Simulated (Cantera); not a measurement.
# Counterflow diffusion flame

A counterflow diffusion flame at 0.470 bar, nozzles 20 mm apart: fuel side 45.0 % CO, 28.4 % H2, 26.6 % CH4 at 623 K, oxidiser side 27.0 % O2, 73.0 % N2 at 675 K, fuel mass flux 0.95 times the oxidiser's; mixture-averaged transport, no radiation.

Model: GRI-Mech 3.0 (53 species, 325 reactions), integrated in Cantera. GRI-Mech 3.0 has no aromatics or soot, which form on the fuel side of real flames. The maximum strain rate includes the flame's own expansion and is several times the mean.

| oxidiser flux (kg/m²/s) | max strain (1/s) | mean strain (1/s) | T max (K) | peak x OH | peak x H | peak x NO | peak x CO | peak x C2H2 |
|---|---|---|---|---|---|---|---|---|
| 0.28 | 516 | 141 | 2257 | 0.0190 | 0.0159 | 0.000282 | 0.459 | 0.0119 |
| 0.36 | 649 | 182 | 2236 | 0.0186 | 0.0166 | 0.000250 | 0.460 | 0.0119 |
| 0.45 | 798 | 227 | 2223 | 0.0184 | 0.0173 | 0.000228 | 0.461 | 0.0120 |
| 0.58 | 1010 | 293 | 2206 | 0.0180 | 0.0180 | 0.000203 | 0.461 | 0.0119 |
| 0.73 | 1250 | 369 | 2188 | 0.0176 | 0.0185 | 0.000180 | 0.461 | 0.0118 |
| 0.92 | 1550 | 465 | 2170 | 0.0171 | 0.0191 | 0.000159 | 0.460 | 0.0116 |
| 1.2 | 1990 | 606 | 2150 | 0.0165 | 0.0196 | 0.000136 | 0.460 | 0.0112 |
| 1.5 | 2460 | 758 | 2133 | 0.0160 | 0.0200 | 0.000117 | 0.460 | 0.0108 |
| 1.9 | 3070 | 960 | 2115 | 0.0155 | 0.0203 | 9.89e-5 | 0.460 | 0.0102 |
x: mole fraction; the columns are a selection and need not sum to one.
